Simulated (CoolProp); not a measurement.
Vapour-liquid equilibrium of R125 (1) + R1234yf (2) at 0.0293 MPa; x and y are mole fractions of (1).

The numbers come from the multi-fluid Helmholtz-energy mixture model, Lemmon 2005 and Lemmon 2022; pair parameters Bell 2023 in CoolProp.

| x | bubble temperature, mixture model (°C) | bubble temperature, Raoult's law (°C) | y, mixture model | y, Raoult's law |
|---|---|---|---|---|
| 0.05 | -55.7 | -55.6 | 0.118 | 0.118 |
| 0.15 | -58.0 | -58.0 | 0.311 | 0.311 |
| 0.25 | -60.1 | -60.0 | 0.461 | 0.462 |
| 0.35 | -62.0 | -61.9 | 0.581 | 0.584 |
| 0.45 | -63.6 | -63.5 | 0.678 | 0.682 |
| 0.55 | -65.1 | -65.0 | 0.759 | 0.763 |
| 0.65 | -66.4 | -66.4 | 0.828 | 0.831 |
| 0.75 | -67.7 | -67.7 | 0.886 | 0.889 |
| 0.85 | -68.8 | -68.8 | 0.936 | 0.938 |
| 0.95 | -69.9 | -69.9 | 0.980 | 0.981 |

The largest gap from Raoult's law is -0.1 K in bubble temperature, at x = 0.25. No azeotrope shows between x = 0.05 and 0.95.

Pair parameters are fitted to limited data, so mixtures are less certain than the pure fluids.
